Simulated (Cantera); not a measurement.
## Thermodynamics of fluorocarbon and chlorocarbon gases, feed CH3F + H2

A closed system holds: 1 mol CH3F, 0.13 mol H2, at 0.0100 bar.

Method: chemical equilibrium by Gibbs-energy minimisation in Cantera with the NASA 1993 tables (ideal gas, pure condensed phases). Candidate condensed phases: C, C6H6, C7H8, C8H18; 95 gas species. The numbers say what is thermodynamically allowed, not how fast it happens.

```csv
T (K),x H,x HF,x H2,x C3,x F,x C,x C2,n C(graphite)
2773,0.365,0.379,0.241,0.00226,0.00227,0.000489,0.000219,0.932
2823,0.405,0.367,0.209,0.00418,0.00313,0.000846,0.000410,0.908
2873,0.443,0.354,0.178,0.00757,0.00430,0.00143,0.000750,0.868
2923,0.476,0.341,0.148,0.0134,0.00589,0.00239,0.00134,0.799
2973,0.504,0.325,0.120,0.0233,0.00802,0.00391,0.00236,0.683
3023,0.522,0.306,0.0952,0.0398,0.0109,0.00630,0.00406,0.481
3073,0.529,0.283,0.0725,0.0666,0.0146,0.00998,0.00687,0.126
3123,0.544,0.267,0.0574,0.0742,0.0194,0.0137,0.00880,0
3173,0.561,0.253,0.0462,0.0717,0.0256,0.0177,0.0102,0
3223,0.576,0.238,0.0371,0.0683,0.0333,0.0227,0.0117,0
3273,0.588,0.222,0.0298,0.0642,0.0427,0.0287,0.0131,0
```
x: gas mole fraction; n: condensed amount in mol.

From 2773 K to 3073 K the condensed part is C(graphite). From 3123 K to 3273 K nothing is condensed. The main C-bearing gas is C2H2 (acetylene) at 2773 K and C3 at 3273 K.
